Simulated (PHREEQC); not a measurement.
Dissolve 4.3 mmol/kgw HF, 39 mmol/kgw (CH3)4NF and 135 mmol/kgw H2SiF6 at 5 °C. Closed to the air; pH follows from the charge balance.

Equilibrium calculation in PHREEQC: ion-association model, wateq4f.dat.

**Question.** The ionic strength comes out as 0.405 mol/kgw. What activity coefficients do HF2-, H+, SiF6-2, F- get?

**Answer.** HF2- 0.66, H+ 0.78, SiF6-2 0.24, F- 0.66.

Precipitation was switched off in this run. (CH3)4N+ isn't in the database: it is added as a free cation with an ion size of 4 Å. At this temperature some constants are extrapolated from 25 °C, and those without enthalpy data are left unchanged. SiF6-2 is the database's only silicon fluoride.
